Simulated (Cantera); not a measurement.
# Premixed flame

A freely propagating, adiabatic, planar premixed flame of CH3OH : O2 : N2 = 1 : 1.25 : 4.75 (molar parts), equivalence ratio 1.2, unburnt at 650 K and 0.132 atm; multicomponent transport, grid criteria slope 0.08 and curve 0.16, no radiation.

Detailed kinetics in Cantera: GRI-Mech 3.0 (53 species, 325 reactions). GRI-Mech 3.0 was tuned for natural gas; its chemistry of methanol as a main component is partial and can be far from experiment. Burning velocities carry a grid error of a few per cent, more on coarse grids.

```tsv
z (mm)	T (K)	u (m/s)	x CH3OH	x O2	x C2H6	x CH2CO	x C2H	x C2H4
-4.36	650	2.11	0.142	0.178	<1e-8	<1e-8	<1e-8	<1e-8
-2.91	652	2.13	0.142	0.177	<1e-8	<1e-8	<1e-8	<1e-8
-2.18	660	2.17	0.140	0.175	<1e-8	1.57e-8	<1e-8	1.04e-8
-1.45	713	2.38	0.136	0.169	1.01e-8	1.95e-7	<1e-8	9.72e-8
-0.727	1017	3.52	0.105	0.140	1.26e-7	2.80e-6	<1e-8	9.98e-7
-0.364	1370	4.93	0.0590	0.106	3.46e-7	8.73e-6	<1e-8	2.67e-6
0	1739	6.50	0.0109	0.0694	3.92e-7	1.84e-5	<1e-8	4.97e-6
0.364	1876	7.09	0.000314	0.0455	4.55e-8	6.89e-6	<1e-8	1.80e-6
0.727	1903	7.18	2.08e-6	0.0304	<1e-8	7.66e-7	<1e-8	1.52e-7
1.45	1926	7.24	<1e-8	0.0187	<1e-8	<1e-8	<1e-8	<1e-8
2.91	1948	7.28	<1e-8	0.0147	<1e-8	<1e-8	<1e-8	<1e-8
5.82	1973	7.35	<1e-8	0.0134	<1e-8	<1e-8	<1e-8	<1e-8
11.6	2009	7.46	<1e-8	0.0124	<1e-8	<1e-8	<1e-8	<1e-8
```
x: mole fraction of selected species; z is measured from the peak of heat release.

| Quantity | Value |
|---|---|
| laminar burning velocity | 210 cm/s |
| thermal thickness | 1.45 mm |
| peak x(C2H6) | 4.56e-7 |
| peak x(CH2CO) | 1.84e-5 |
| peak x(C2H) | <1e-8 |
| peak x(C2H4) | 4.97e-6 |
